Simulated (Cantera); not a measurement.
A freely propagating, adiabatic, planar premixed flame of 40.1 % H2, 12.5 % O2, 47.0 % N2, 0.401 % H2O, unburnt at 375 K and 5.20 bar; mixture-averaged transport, grid criteria slope 0.08 and curve 0.16, no radiation.

Model: the H2/O2 subset of GRI-Mech 3.0, which has no nitrogen chemistry, integrated in Cantera. The hydrogen kinetics of GRI-Mech 3.0 are dated; newer H2 mechanisms differ, most at raised pressure. Burning velocities carry a grid error of a few per cent, more on coarse grids.

**Question.** Predict: laminar burning velocity; thermal thickness; peak x(H2O2); peak x(O); peak x(H).

**Answer.** 
| Item | Value |
|---|---|
| laminar burning velocity | 417 cm/s |
| thermal thickness | 0.0436 mm |
| peak x(H2O2) | 0.000139 |
| peak x(O) | 0.00297 |
| peak x(H) | 0.0444 |
